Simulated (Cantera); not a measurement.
A closed system holds: 1 mol trisilylamine, 0.49 mol NH3, a varied amount of N2, equilibrated at 1000 K and 190 Pa.

Method: chemical equilibrium by Gibbs-energy minimisation in Cantera with the NASA 1993 tables (ideal gas, pure condensed phases). Candidate condensed phases: Si, Si3N4; 18 gas species. The feed counts by its element totals alone. Kinetics and transport are ignored.

x: gas mole fraction; n: condensed amount in mol.

| n(N2) (mol) | x H2 | x N2 | x NH3 | x H | n Si3N4(s) |
|---|---|---|---|---|---|
| 2 | 0.875 | 0.125 | 3.20e-7 | 4.87e-8 | 1.00 |
| 4.9 | … | … | 3.21e-7 | … | 1.00 |
| 7.8 | 0.444 | 0.556 | 2.44e-7 | 3.47e-8 | 1.00 |
| 11 | 0.349 | 0.651 | 1.84e-7 | 3.08e-8 | 1.00 |
| 14 | 0.291 | 0.709 | 1.46e-7 | 2.81e-8 | 1.00 |
| 16 | 0.262 | 0.738 | 1.27e-7 | 2.67e-8 | 1.00 |
| 19 | … | 0.772 | … | 2.49e-8 | 1.00 |
| 22 | 0.202 | 0.798 | 8.94e-8 | 2.34e-8 | 1.00 |
| 25 | 0.181 | 0.819 | 7.69e-8 | 2.21e-8 | 1.00 |
| 28 | 0.164 | 0.836 | 6.70e-8 | 2.11e-8 | 1.00 |
| 31 | 0.150 | 0.850 | 5.91e-8 | 2.01e-8 | 1.00 |

Problem. Fill in the missing entries.

Solution. 
- 4.9, x H2: 0.590
- 4.9, x N2: 0.410
- 4.9, x H: 4.00e-8
- 19, x H2: 0.228
- 19, x NH3: 1.06e-7
